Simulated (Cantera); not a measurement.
Input: 1 mol B, 0.1 mol NH3, 0.33 mol H2, equilibrated at 873 K and 100000 Pa.

Cantera equilibrium calculation (NASA polynomials, part measured and part estimated; ideal gas, pure solids and liquids). Candidate condensed phases: B, BN; 15 gas species. The numbers say what is thermodynamically allowed, not how fast it happens.

**Question.** What is the equilibrium state?

**Answer.** 
```
Property        Result
----------  ----------
x(H2)             1.00
n(B(s))      0.900 mol
n(BN(s))     0.100 mol
gas amount  0.4800 mol
```
